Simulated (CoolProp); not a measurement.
Vapour-liquid equilibrium of R1234yf (1) + R134a (2) at -91.15 °C; x and y are mole fractions of (1).

Values from CoolProp's multi-fluid Helmholtz-energy mixture model, Lemmon 2022 and Tillner-Roth 1994; pair parameters Bell 2022.

Q: Give the bubble pressure and the first vapour's composition at x = 0.35, 0.65, 0.8. Is there an azeotrope?

A: x = 0.35: 0.001869 MPa, y = 0.495; x = 0.65: 0.002082 MPa, y = 0.720; x = 0.8: 0.002145 MPa, y = 0.829. No azeotrope shows between x = 0.05 and 0.95.

The pair parameters rest on a limited set of measurements; away from them the model extrapolates.
